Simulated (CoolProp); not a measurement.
Carbonyl sulfide along the isotherm 153.85 °C: Z from the reference equation and from simpler models built on Tc = 105.6 °C, pc = 6.369 MPa, ω = 0.098; each cubic takes its own stable root.

The numbers come from the reference Helmholtz-energy equation of state, Lemmon 2006 in CoolProp. It is a short technical equation, of lower accuracy than the large ones.

| p (MPa) | phase | reference |
|---|---|---|
| 0.158 | gas | 0.9943 |
| 0.246 | gas | 0.9911 |
| 0.383 | gas | 0.9860 |
| 0.597 | gas | 0.9781 |
| 0.929 | gas | 0.9657 |
| 1.45 | gas | 0.9458 |
| 2.25 | gas | 0.9143 |
| 3.51 | gas | 0.8618 |
| 5.46 | gas | 0.7724 |
| 8.51 | supercritical | 0.6092 |
| 13.2 | supercritical | 0.4344 |
| 20.6 | supercritical | 0.5045 |
| 32.1 | supercritical | 0.6826 |
| 50 | supercritical | 0.9594 |

Problem. How far does each simpler model (van der Waals, Redlich-Kwong, Soave-Redlich-Kwong, Peng-Robinson) lie from the reference over these 14 states: mean and median of the absolute difference, and the worst?

Solution. 
- van der Waals: mean 7.1 %, median 0.2 %, worst +29.6 % at 153.85 °C and 50 MPa
- Redlich-Kwong: mean 2.0 %, median 0.3 %, worst +8.2 % at 153.85 °C and 20.6 MPa
- Soave-Redlich-Kwong: mean 2.7 %, median 0.1 %, worst +12.8 % at 153.85 °C and 13.2 MPa
- Peng-Robinson: mean 1.8 %, median 1.2 %, worst -5.7 % at 153.85 °C and 50 MPa
